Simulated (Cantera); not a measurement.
A closed system holds: 1 mol Si, a varied amount of NF3, held at 723.15 K and 13.0 mbar.

These are equilibrium values from Cantera (NASA tables, ideal gas, pure condensed phases), not measurements of a reactor. Candidate condensed phases: Si, Si3N4; 16 gas species. Equilibrium is a limit: real reactors are often held back by kinetics, nucleation or transport.

Question: Which condensed phases are stable at each of these points (n(NF3) (mol)): 0.88, 1, 1.2, 1.3, 1.5, 1.8, 2, 2.3, 2.7, 3.1, 3.6, 4.1, 4.7?

Answer: 
| n(NF3) (mol) | condensed phases | Si condensed (%) |
|---|---|---|
| 0.88 | Si3N4(s) | 34.0 |
| 1 | Si3N4(s) | 25.0 |
| 1.2 | Si3N4(s) | 10.0 |
| 1.3 | Si3N4(s) | 2.5 |
| 1.5 | gas only | 0.0 |
| 1.8 | gas only | 0.0 |
| 2 | gas only | 0.0 |
| 2.3 | gas only | 0.0 |
| 2.7 | gas only | 0.0 |
| 3.1 | gas only | 0.0 |
| 3.6 | gas only | 0.0 |
| 4.1 | gas only | 0.0 |
| 4.7 | gas only | 0.0 |

From 0.88 mol NF3 to 1.3 mol NF3 the condensed part is Si3N4(s). From 1.5 mol NF3 to 4.7 mol NF3 nothing is condensed.
